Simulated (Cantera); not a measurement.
An isothermal, constant-pressure homogeneous reactor starts with NO : N₂ = 1 : 1.2 (molar parts), at 1850 K and 11.3 Torr. Integrator tolerance rtol = 1e-08.

Model: GRI-Mech 3.0 (53 species, 325 reactions), integrated in Cantera. Radical loss at walls, strong at low pressure, is not modelled.

Question: What does this change do: pressure from 11.3 Torr to 63.8 Torr?

Answer: 
```
quantity                                          before                                    after
---------------  ---------------------------------------  ---------------------------------------
x(NO) at 200 s    0.0426 (gas-phase equilibrium 0.00503)  0.00799 (gas-phase equilibrium 0.00503)
x(NO₂) at 200 s  1.17e-5 (gas-phase equilibrium 1.44e-6)  5.43e-6 (gas-phase equilibrium 3.43e-6)
x(N₂O) at 200 s  4.79e-7 (gas-phase equilibrium 3.48e-8)  9.50e-8 (gas-phase equilibrium 8.28e-8)
x(N₂) at 200 s       0.751 (gas-phase equilibrium 0.770)      0.769 (gas-phase equilibrium 0.770)
x(O₂) at 200 s       0.206 (gas-phase equilibrium 0.224)      0.223 (gas-phase equilibrium 0.225)
```

Question: What does this change do: N2 1.2 to 6.7 parts?

Answer: 
```json
[
 {"quantity": "x(NO) at 200 s", "before": "0.0426 (gas-phase equilibrium 0.00503)", "after": "0.0422 (gas-phase equilibrium 0.00294)"},
 {"quantity": "x(NO₂) at 200 s", "before": "1.17e-5 (gas-phase equilibrium 1.44e-6)", "after": "5.30e-6 (gas-phase equilibrium 4.47e-7)"},
 {"quantity": "x(N₂O) at 200 s", "before": "4.79e-7 (gas-phase equilibrium 3.48e-8)", "after": "5.86e-7 (gas-phase equilibrium 2.24e-8)"},
 {"quantity": "x(N₂) at 200 s", "before": "0.751 (gas-phase equilibrium 0.770)", "after": "0.914 (gas-phase equilibrium 0.933)"},
 {"quantity": "x(O₂) at 200 s", "before": "0.206 (gas-phase equilibrium 0.224)", "after": "0.0436 (gas-phase equilibrium 0.0633)"}
]
```

Question: What does this change do: N2 1.2 to 8.4 parts?

Answer: 
| quantity | before | after |
|---|---|---|
| x(NO) at 200 s | 0.0426 (gas-phase equilibrium 0.00503) | 0.0401 (gas-phase equilibrium 0.00267) |
| x(NO₂) at 200 s | 1.17e-5 (gas-phase equilibrium 1.44e-6) | 4.38e-6 (gas-phase equilibrium 3.68e-7) |
| x(N₂O) at 200 s | 4.79e-7 (gas-phase equilibrium 3.48e-8) | 5.45e-7 (gas-phase equilibrium 2.05e-8) |
| x(N₂) at 200 s | 0.751 (gas-phase equilibrium 0.770) | 0.927 (gas-phase equilibrium 0.945) |
| x(O₂) at 200 s | 0.206 (gas-phase equilibrium 0.224) | 0.0330 (gas-phase equilibrium 0.0517) |
